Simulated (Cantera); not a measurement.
## Equilibrium for hydrogen reduction and annealing atmospheres: V₂O₃ + H₂ + H₂O

Input: 1 mol V₂O₃, 0.38 mol H₂, 1 mol H₂O, at 1525 °C.

These are equilibrium values from Cantera (NASA tables, ideal gas, pure condensed phases), not measurements of a reactor. Candidate condensed phases: H₂O, V, VO, V₂O₃, V₂O₄, V₂O₅; 12 gas species. Condensed phases not in the tables: the oxides between V₂O₃ and V₂O₅ other than VO₂. Equilibrium is a limit: real reactors are often held back by kinetics, nucleation or transport.

From 10.0 Pa to 1000000 Pa the condensed part is V₂O₃(s). The main V-bearing gas is VO₂ throughout.

| P (Pa) | x H₂O | x H₂ | x VO₂ | x H | x OH | x O₂ | x O | n V₂O₃(s) |
|---|---|---|---|---|---|---|---|---|
| 10 | 0.650 | 0.277 | 0.0517 | 0.0185 | 0.00287 | 0.000155 | 0.000149 | 0.962 |
| 36 | 0.700 | 0.273 | 0.0150 | 0.00971 | 0.00164 | 5.11e-5 | 4.51e-5 | 0.989 |
| 130 | 0.716 | 0.273 | 0.00420 | 0.00511 | 0.000881 | 1.48e-5 | 1.28e-5 | 0.997 |
| 460 | 0.722 | 0.274 | 0.00119 | 0.00272 | 0.000471 | 4.22e-6 | 3.62e-6 | 0.999 |
| 1700 | 0.723 | 0.275 | 0.000322 | 0.00142 | 0.000245 | 1.14e-6 | 9.81e-7 | 1.000 |
| 6000 | 0.724 | 0.275 | 9.12e-5 | 0.000755 | 0.000131 | 3.24e-7 | 2.78e-7 | 1.000 |
| 22000 | 0.724 | 0.275 | 2.49e-5 | 0.000394 | 6.82e-5 | 8.83e-8 | 7.58e-8 | 1.000 |
| 77000 | 0.725 | 0.275 | 7.11e-6 | 0.000211 | 3.65e-5 | 2.52e-8 | 2.16e-8 | 1.000 |
| 280000 | 0.725 | 0.275 | 1.95e-6 | 0.000111 | 1.91e-5 | 6.93e-9 | 5.95e-9 | 1.000 |
| 1000000 | 0.725 | 0.275 | 5.47e-7 | 5.85e-5 | 1.01e-5 | 1.94e-9 | 1.67e-9 | 1.00 |
x: gas mole fraction; n: condensed amount in mol.
